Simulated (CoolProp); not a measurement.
R123 along the isotherm 500 K: fugacity coefficient from the reference equation and from simpler models built on Tc = 456.8 K, pc = 3662 kPa, ω = 0.282; each cubic takes its own stable root.

Values from CoolProp's reference Helmholtz-energy equation of state, Younglove 1994. It is a modified Benedict-Webb-Rubin equation, recast in Helmholtz form.

```tsv
p (kPa)	phase	reference	van der Waals	Redlich-Kwong	Soave-Redlich-Kwong
28.9	gas	0.9980	0.9981	0.9979	0.9980
65.9	gas	0.9955	0.9957	0.9953	0.9955
150	gas	0.9899	0.9903	0.9893	0.9899
341	gas	0.9770	0.9779	0.9757	0.9770
777	gas	0.9478	0.9498	___	0.9480
1770	gas	___	___	___	0.8835
4020	supercritical	0.7398	___	___	0.7444
9150	supercritical	___	0.4855	0.4759	___
```

Q: Fill in the missing entries.

A: 
- 777, Redlich-Kwong: 0.9451
- 1770, reference: 0.8826
- 1770, van der Waals: 0.8862
- 1770, Redlich-Kwong: 0.8770
- 4020, van der Waals: 0.7410
- 4020, Redlich-Kwong: 0.7288
- 9150, reference: 0.4824
- 9150, Soave-Redlich-Kwong: 0.5053
